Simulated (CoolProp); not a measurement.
Properties of octamethyltrisiloxane (MDM) along the isobar 1.82 MPa.

Values from CoolProp's reference Helmholtz-energy equation of state, Thol 2017.

| T (K) | phase | cp (kJ/(kg K)) | cv (kJ/(kg K)) | speed of sound (m/s) | isothermal compressibility (1/MPa) | expansivity (1/kK) |
|---|---|---|---|---|---|---|
| 313.4 | liquid | 1.816 | 1.506 | 879.5 | 0.001941 | 1.240 |
| 327.7 | liquid | 1.850 | 1.540 | 832.7 | 0.002197 | 1.279 |
| 342 | liquid | 1.885 | 1.576 | 786.8 | 0.002497 | 1.322 |
| 356.3 | liquid | 1.921 | 1.612 | 741.7 | 0.002854 | 1.371 |
| 370.6 | liquid | 1.957 | 1.648 | 697.4 | 0.003281 | 1.427 |
| 384.9 | liquid | 1.994 | 1.685 | 653.8 | 0.003798 | 1.490 |
| 399.2 | liquid | 2.030 | 1.721 | 611.1 | 0.004430 | 1.564 |
| 413.5 | liquid | 2.067 | 1.758 | 569.0 | 0.005214 | 1.650 |
| 427.7 | liquid | 2.105 | 1.793 | 527.9 | 0.006192 | 1.751 |
| 442 | liquid | 2.143 | 1.829 | 487.0 | 0.007452 | 1.872 |
| 456.3 | liquid | 2.182 | 1.864 | 446.7 | 0.009099 | 2.021 |
| 470.6 | liquid | 2.222 | 1.899 | 406.7 | 0.01131 | 2.207 |
| 484.9 | liquid | 2.266 | 1.933 | 367.1 | 0.01438 | 2.444 |
| 499.2 | liquid | 2.313 | 1.967 | 327.4 | 0.01883 | 2.761 |
| 513.5 | liquid | 2.368 | 2.000 | 287.3 | 0.02567 | 3.203 |
